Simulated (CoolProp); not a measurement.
A single-stage vapour-compression cycle with the fluid: evaporating at 322.15 K (dew point), condensing at 392.15 K (bubble point), superheat 5 K, subcooling 0 K, compressor efficiency 0.6, no pressure losses. The same conditions are run with several fluids, on thermodynamics alone (safety and materials aside).

The numbers come from the reference Helmholtz-energy equation of state of each fluid (isobutene: Lemmon 2005; R142b: Lemmon 2006; R245fa: Akasaka 2015; ethanol: Schroeder 2014; water: Wagner 2002; dimethyl ether: Wu 2011) in CoolProp.

```json
[
 {"fluid": "isobutene", "cooling COP": "1.42", "pressure ratio": "4.36", "discharge temperature (K)": "405.1", "refrigerating effect (kJ/kg)": "139", "volumetric capacity (kJ/m³)": "1960"},
 {"fluid": "R142b", "cooling COP": "1.41", "pressure ratio": "4.44", "discharge temperature (K)": "412.7", "refrigerating effect (kJ/kg)": "78.6", "volumetric capacity (kJ/m³)": "2240"},
 {"fluid": "R245fa", "cooling COP": "1.48", "pressure ratio": "5.67", "discharge temperature (K)": "400.7", "refrigerating effect (kJ/kg)": "75.3", "volumetric capacity (kJ/m³)": "1360"},
 {"fluid": "ethanol", "cooling COP": "2.28", "pressure ratio": "14.8", "discharge temperature (K)": "498.7", "refrigerating effect (kJ/kg)": "690", "volumetric capacity (kJ/m³)": "332"},
 {"fluid": "water", "cooling COP": "2.10", "pressure ratio": "16.4", "discharge temperature (K)": "824.8", "refrigerating effect (kJ/kg)": "2100", "volumetric capacity (kJ/m³)": "164"},
 {"fluid": "dimethyl ether", "cooling COP": "1.30", "pressure ratio": "4.14", "discharge temperature (K)": "425.1", "refrigerating effect (kJ/kg)": "149", "volumetric capacity (kJ/m³)": "3380"}
]
```
